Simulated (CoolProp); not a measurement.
Vapour-liquid equilibrium of ethylene (1) + isobutane (2) at -22.35 °C; x and y are mole fractions of (1).

Computed with CoolProp (multi-fluid Helmholtz-energy mixture model, Smukala 2000 and Bücker 2006; pair parameters Bell 2016).

| x | bubble pressure (MPa) | y at the bubble point | dew pressure at overall composition x (MPa) | liquid density (mol/L) |
|---|---|---|---|---|
| 0.05 | 0.1478 | 0.565 | 0.06900 | 10.64 |
| 0.15 | 0.3222 | 0.810 | 0.07702 | 11.10 |
| 0.25 | 0.5103 | 0.887 | 0.08712 | 11.59 |
| 0.35 | 0.7122 | 0.925 | 0.1002 | 12.10 |
| 0.45 | 0.9277 | 0.948 | 0.1179 | 12.63 |
| 0.55 | 1.156 | 0.963 | 0.1432 | 13.18 |
| 0.65 | 1.397 | 0.973 | 0.1821 | 13.73 |
| 0.75 | 1.650 | 0.982 | 0.2499 | 14.25 |
| 0.85 | 1.919 | 0.989 | 0.3976 | 14.71 |
| 0.95 | 2.213 | 0.996 | 0.9587 | 14.98 |

No azeotrope shows between x = 0.05 and 0.95.

The pair parameters rest on a limited set of measurements; away from them the model extrapolates.
